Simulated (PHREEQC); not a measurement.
A solution holds 1.4 mmol/kgw NaOH and 0.2 mmol/kgw KOH, at 25 °C. Closed to the air; pH follows from the charge balance.

Model: Pitzer model, pitzer.dat, run in PHREEQC.

The pH is 11.18. The ionic strength is 0.00160 mol/kgw and the specific conductance is 389 µS/cm. The osmotic coefficient is 0.986 and the total alkalinity is 1.60 meq/kg.

```
species  molality  activity   log γ
-------  --------  --------  ------
OH-       0.00160   0.00153  -0.019
Na+       0.00140   0.00134  -0.019
K+       0.000200  0.000191  -0.019
```

Precipitation was switched off in this run.
